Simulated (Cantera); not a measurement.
Source: NASA polynomial tables (part measured, part estimated), evaluated in Cantera. Values are per mole of reaction as written; species without (g) are pure solids or liquids, kept so even where they would boil at 1 bar.

Q: Between 375 and 1775 K, where is each reaction favourable under standard conditions?
- 2 OH(g) + 4 NbO2(g) ⇌ 2 Nb2O5 + H2(g)

A: 
- 2 OH(g) + 4 NbO2(g) ⇌ 2 Nb2O5 + H2(g): ΔG° is -2683 kJ at 375 K and -1344 kJ at 1775 K; it stays negative (K > 1). ΔH° is -2941 kJ and ΔS° -900 J/K at 1775 K.
